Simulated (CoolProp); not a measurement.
Carbonyl sulfide along the isotherm 402.3 K: Z from the reference equation and from simpler models built on Tc = 378.8 K, pc = 63.69 bar, ω = 0.098; each cubic takes its own stable root.

Model: reference Helmholtz-energy equation of state, Lemmon 2006, in CoolProp. It is a short technical equation, of lower accuracy than the large ones.

```
p (bar)          phase  reference
-------  -------------  ---------
11.9               gas     0.9462
23.9               gas     0.8873
35.8               gas     0.8228
47.8               gas     0.7496
59.7               gas     0.6650
71.6     supercritical     0.5614
83.6     supercritical     0.4297
95.5     supercritical     0.3394
```

**Question.** How far does each simpler model (van der Waals, Redlich-Kwong, Soave-Redlich-Kwong) lie from the reference over these 8 states: mean and median of the absolute difference, and the worst?

**Answer.** 
- van der Waals: mean 3.5 %, median 1.6 %, worst +14.6 % at 402.3 K and 95.5 bar
- Redlich-Kwong: mean 1.7 %, median 0.3 %, worst +10.7 % at 402.3 K and 95.5 bar
- Soave-Redlich-Kwong: mean 3.3 %, median 0.7 %, worst +15.1 % at 402.3 K and 95.5 bar
